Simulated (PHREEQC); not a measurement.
Solution (48 °C): 0.0014 mol/kgw HCl, 0.00015 mol/kgw CuSO4 and 8.6e-05 mol/kgw MgSO4. Closed to the air; pH follows from the charge balance.

Equilibrium calculation in PHREEQC: ion-association model, wateq4f.dat.

| quantity | before | after |
|---|---|---|
| pH | 2.89 | 2.90 |
| ionic strength (mol/kgw) | 0.00224 | 0.00215 |
| SO4-2 (mol/kgw) | 0.000192 | 0.000152 |
| Cu+2 (mol/kgw) | 0.000144 | 0.000141 |
| HSO4- (mol/kgw) | 3.55e-5 | 7.39e-5 |
| CuSO4 (mol/kgw) | 4.28e-6 | 3.92e-6 |
| SI of Tenorite (CuO) | -4.98 | -3.89 |
| SI of Chalcanthite (CuSO4:5H2O) | -5.18 | -5.40 |

Q: Which change was made?
A. temperature from 48 to 85 °C
B. MgSO4 from 8.6e-05 to 8.6e-06 mol/kgw
C. CuSO4 from 0.00015 to 3e-05 mol/kgw
D. temperature from 48 to 35 °C
E. MgSO4 replaced by FeSO4 at the same molality

A: A, temperature from 48 to 85 °C

Precipitation was switched off in this run. Away from 25 °C the constants follow the database's enthalpies or fits; those with neither stay at their 25 °C values.
